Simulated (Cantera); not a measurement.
Diamond growth

A diamond (100) surface in a fixed gas of H2 with x(CH4) = 0.017, x(H) = 0.003, at 1148 K, 18.0 Torr; coverages are run to steady state.

Model: the Harris–Goodwin 1993 mechanism for the reconstructed diamond (100) surface, integrated in Cantera.

```tsv
x(CH3)	growth (µm/h)	θ c6HH	θ c6H*	θ c6*H	θ c6**	θ c6HM
1e-06	0.00580	0.480	0.0327	0.465	0.0223	2.27e-5
2.5e-06	0.0145	0.480	0.0327	0.465	0.0223	5.67e-5
6e-06	0.0348	0.480	0.0327	0.465	0.0223	0.000136
1.5e-05	0.0869	0.480	0.0327	0.465	0.0223	0.000340
3.6e-05	0.208	0.479	0.0326	0.465	0.0222	0.000815
8.9e-05	0.513	0.478	0.0326	0.464	0.0221	0.00201
0.00022	1.25	0.476	0.0324	0.461	0.0218	0.00492
0.00054	3.01	0.471	0.0320	0.456	0.0210	0.0118
0.0013	6.86	0.460	0.0312	0.443	0.0194	0.0272
```
θ: site fractions in the mechanism's names (c6HH fully hydrogenated, c6H* and c6*H radical sites, c6** diradical, c6HM methylated).
